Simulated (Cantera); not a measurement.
Predominance diagram of Na at 902 °C against the partial pressures of O2 and S2 (log10, bar). Cantera with NASA thermochemical tables; ideal gases at 1 bar, condensed phases pure. Candidates: Na(l), Na2O(s), Na2S(s), Na2SO4(l). Only these pure phases compete in this equilibrium. Not in the tables: pyrosulfates.

```
log p(S2) \ log p(O2)
        columns: -23, -22, -20.9, -19.9, -18.8, -17.8, -16.7, -15.7, -14.7, -13.6, -12.6, -11.5, -10.5, -9.4, -8.4, -7.3, -6.3, -5.3, -4.2, -3.2, -2.1, -1.1, 0, 1
      1  A A A A A A A A A B B C C C C C C C C C C C C C
   -0.3  A A A A A A A A A B B B C C C C C C C C C C C C
   -1.6  A A A A A A A A A B B B B C C C C C C C C C C C
   -2.9  A A A A A A A A A B B B B C C C C C C C C C C C
   -4.2  A A A A A A A A A B B B B B C C C C C C C C C C
   -5.5  A A A A A A A A A B B B B B C C C C C C C C C C
   -6.8  A A A A A A A A A B B B B B B C C C C C C C C C
   -8.2  A A A A A A A A A B B B B B B B C C C C C C C C
   -9.5  A A A A A A A A A B B B B B B B C C C C C C C C
  -10.8  A A A A A A A A A B B B B B B B B C C C C C C C
  -12.1  A A A A A A A A A B B B B B B B B B C C C C C C
  -13.4  A A A A A A A A A B B B B B B B B B C C C C C C
  -14.7  A A A A A A A A A B B B B B B B B B B C C C C C
    -16  A A A A A A A A A B B B B B B B B B B C C C C C
```

A: Na2S(s); B: Na2SO4(l); C: out of reach (another gas would pass 10 bar, or a non-metal would condense).
